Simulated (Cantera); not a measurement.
Charge: 1 mol SiCl4, 12 mol N2, 23 mol H2, 0.19 mol NH3, at 1748 K.

Cantera equilibrium calculation (NASA polynomials, part measured and part estimated; ideal gas, pure solids and liquids). Candidate condensed phases: NH4Cl, Si, Si3N4; 28 gas species. Gases not in the tables: Si2H6 and higher silanes. Kinetics and transport are ignored.

Problem. Which condensed phases are stable at each of these points (P (Pa)): 5, 17, 59, 210, 710, 2400, 8400, 29000, 100000?

Solution. 
```tsv
P (Pa)	condensed phases	Si condensed (%)
5	gas only	0.0
17	gas only	0.0
59	Si(l)	6.1
210	Si(l)	13.7
710	Si(l)	15.9
2400	Si3N4(s)	33.1
8400	Si3N4(s)	58.2
29000	Si3N4(s)	76.3
100000	Si3N4(s)	87.5
```

From 5.00 Pa to 17.0 Pa nothing is condensed. From 59.0 Pa to 7.10 mbar the condensed part is Si(l). From 24.0 mbar to 1.00 bar the condensed part is Si3N4(s).
